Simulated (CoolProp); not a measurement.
A simple Rankine cycle with R123: condensing at 296.15 K, boiler at 1.59 MPa, turbine inlet 499 K, turbine efficiency 0.8, pump efficiency 0.6, no recuperator. Each further row changes one setting.

Model: reference Helmholtz-energy equation of state, Younglove 1994, in CoolProp. It is a modified Benedict-Webb-Rubin equation, recast in Helmholtz form.

| case | thermal efficiency (%) | net work (kJ/kg) | heat in (kJ/kg) | turbine exit temperature (K) | volume ratio over the turbine |
|---|---|---|---|---|---|
| as stated | [?] | 52.7 | 318 | 420.6 | 17.7 |
| condensing temperature 288.15 K | 17.8 | 58.1 | [?] | [?] | [?] |
| boiler pressure 1.11 MPa | 14.9 | 48.0 | 323 | 431.7 | 12.2 |
| turbine efficiency 0.7 | 14.4 | 45.9 | 318 | [?] | 18.1 |

Task: What belongs in the gaps?

Result: 
- as stated, thermal efficiency (%): 16.6
- condensing temperature 288.15 K, heat in (kJ/kg): 326
- condensing temperature 288.15 K, turbine exit temperature (K): 413.6
- condensing temperature 288.15 K, volume ratio over the turbine: 23.8
- turbine efficiency 0.7, turbine exit temperature (K): 429.0
